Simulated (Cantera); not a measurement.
Charge: 1 mol SiCl₄, 1.5 mol HCl, 15 mol H₂, equilibrated at 1802 °C and 0.350 bar.

Cantera equilibrium calculation (NASA polynomials, part measured and part estimated; ideal gas, pure solids and liquids). Candidate condensed phases: Si; 19 gas species. The tables' values for SiCl₃, SiCl are old estimates; treat these amounts as uncertain. Gases not in the tables: Si₂H₆ and higher silanes. Rates play no part.

Base state: H₂ 0.754, HCl 0.188, SiCl₂ 0.0520, H 0.00391, SiCl₃ 0.00119, Cl 0.000718, SiCl 0.000395, Si 0.000147 (mole fractions); condensed: gas only.

Question: What changes in the equilibrium state with this change: pressure from 0.350 bar to 34.0 mbar?

Answer: 
| species | before | after |
|---|---|---|
| H₂ | 0.754 | 0.742 |
| HCl | 0.188 | 0.189 |
| SiCl₂ | 0.0520 | 0.0503 |
| H | 0.00391 | 0.0124 |
| SiH₂Cl₂ | 1.80e-5 | 1.66e-6 |
| SiHCl₃ | 5.03e-5 | 4.77e-6 |
| SiCl₄ | 2.78e-5 | 2.70e-6 |
The tables' values for SiCl, SiCl₃ are old estimates; treat these amounts as uncertain.

Question: What changes in the equilibrium state with this change: temperature from 1802 °C to 2025 °C?

Answer: 
| species | before | after |
|---|---|---|
| H₂ | 0.754 | 0.740 |
| HCl | 0.188 | 0.190 |
| SiCl₂ | 0.0520 | 0.0492 |
| H | 0.00391 | 0.0139 |
| Si₂ | 9.19e-7 | 1.67e-5 |
| Si | 0.000147 | 0.00151 |
| SiH | 4.33e-5 | 0.000283 |
| SiCl₄ | 2.78e-5 | 5.58e-6 |
| SiCl | 0.000395 | 0.00167 |
The tables' values for SiCl, SiCl₃ are old estimates; treat these amounts as uncertain.
